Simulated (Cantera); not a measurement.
Input (Python, Cantera):

```python
import numpy as np
import cantera as ct

gas = ct.Solution("h2o2.yaml")
gas.TPX = 1250, 34000, {'H2': 0.85, 'O2': 1, 'N2': 15}
reactor = ct.IdealGasConstPressureReactor(gas, energy="off", clone=False)
net = ct.ReactorNet([reactor])
net.rtol, net.atol = 1e-08, 1e-18
show = ['H2', 'O2', 'H2O2', 'OH', 'H', 'H2O']
times = np.geomspace(0.0008, 4, 10)

steps = ct.SolutionArray(gas, extra=["t"])
rows = []
print(f"{'t/s':>10s}{'T/K':>9s}{'P/Pa':>11s}" + "".join(f"{s:>11s}" for s in show))
for t in times:
    while net.time < t:
        t_next = net.step()
        steps.append(gas.state, t=t_next)
    rows.append([np.interp(t, steps.t, y) for y in (steps.T, steps.P, *steps(*show).X.T)])
    print(f"{t:10.3e}{rows[-1][0]:9.1f}{rows[-1][1]:11.4g}" + "".join(f"{x:11.3e}" for x in rows[-1][2:]))
rate = np.gradient(steps.T, steps.t)
print("integrator steps:", len(steps.t))
if steps.T.max() > steps.T[0] + 200:
    print(f"time of steepest temperature rise: {steps.t[rate.argmax()]:.4e} s")
gas.TPX = 1250, 34000, {'H2': 0.85, 'O2': 1, 'N2': 15}
gas.equilibrate("TP")
print(f"equilibrium (TP): T = {gas.T:.1f} K  " + "  ".join(f"{s} {gas[s].X[0]:.3e}" for s in show))
```

Output:

```
       t/s      T/K       P/Pa         H2         O2       H2O2         OH          H        H2O
 8.000e-04   1250.0    3.4e+04  2.738e-03  3.559e-02  6.953e-07  1.414e-03  6.615e-03  4.456e-02
 2.061e-03   1250.0    3.4e+04  6.206e-04  3.491e-02  5.945e-07  6.245e-04  5.828e-04  5.046e-02
 5.310e-03   1250.0    3.4e+04  7.825e-05  3.495e-02  2.215e-07  2.091e-04  2.327e-05  5.155e-02
 1.368e-02   1250.0    3.4e+04  1.057e-05  3.499e-02  5.927e-08  7.948e-05  1.243e-06  5.170e-02
 3.524e-02   1250.0    3.4e+04  2.018e-06  3.500e-02  1.684e-08  3.666e-05  1.188e-07  5.173e-02
 9.080e-02   1250.0    3.4e+04  5.231e-07  3.500e-02  5.410e-09  1.935e-05  1.730e-08  5.174e-02
 2.339e-01   1250.0    3.4e+04  1.650e-07  3.500e-02  1.916e-09  1.108e-05  3.247e-09  5.174e-02
 6.027e-01   1250.0    3.4e+04  5.970e-08  3.501e-02  7.380e-10  6.723e-06  7.300e-10  5.175e-02
 1.553e+00   1250.0    3.4e+04  2.616e-08  3.501e-02  3.320e-10  4.436e-06  2.149e-10  5.175e-02
 4.000e+00   1250.0    3.4e+04  1.732e-08  3.501e-02  2.191e-10  3.567e-06  1.156e-10  5.175e-02
integrator steps: 1815
equilibrium (TP): T = 1250.0 K  H2 1.647e-08  O2 3.501e-02  H2O2 2.080e-10  OH 3.471e-06  H 1.071e-10  H2O 5.175e-02
```

Detailed kinetics in Cantera: the H2/O2 subset of GRI-Mech 3.0, which has no nitrogen chemistry. The temperature is held fixed by assumption; the heat of reaction is taken as removed at once.
